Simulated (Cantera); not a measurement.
# Equilibrium for boron, boron nitride and boron oxide: B + H2O + N2

Feed: 1 mol B, a varied amount of H2O, 15 mol N2, held at 1923.15 K and 0.173 Torr.

Equilibrium computed with Cantera from the NASA thermochemical tables; the gas is ideal and each condensed phase is pure. Candidate condensed phases: B, BN, B2O3, B3O3H3, H2O; 39 gas species. The numbers say what is thermodynamically allowed, not how fast it happens.

From 0.38 mol H2O to 0.92 mol H2O the condensed part is BN(s). From 1 mol H2O to 1.5 mol H2O nothing is condensed. The main B-bearing gas is BO at 0.38 mol H2O and B2O3 at 1.5 mol H2O.

```tsv
n(H2O) (mol)	log p N2	log p H2	log p BO	log p H	log p B2O3	log p HBO2	n BN(s)
0.38	-3.66	-5.36	-5.35	-5.71	-9.21	-9.71	0.618
0.43	-3.66	-5.31	-5.31	-5.68	-9.08	-9.60	0.567
0.49	-3.67	-5.25	-5.27	-5.65	-8.95	-9.48	0.507
0.55	-3.67	-5.20	-5.23	-5.63	-8.83	-9.38	0.447
0.63	-3.67	-5.15	-5.18	-5.60	-8.70	-9.26	0.367
0.71	-3.68	-5.10	-5.14	-5.57	-8.59	-9.17	0.287
0.81	-3.68	-5.04	-5.10	-5.55	-8.47	-9.06	0.186
0.92	-3.69	-4.99	-5.07	-5.52	-8.36	-8.96	0.0761
1	-3.69	-4.96	-5.04	-5.51	-7.80	-8.41	0
1.2	-3.69	-4.88	-5.20	-5.46	-5.72	-6.13	0
1.3	-3.70	-4.84	-5.31	-5.45	-5.59	-5.87	0
1.5	-3.70	-4.80	-5.56	-5.42	-5.49	-5.51	0
```
log p: log10 of the partial pressure in bar; n: condensed amount in mol.
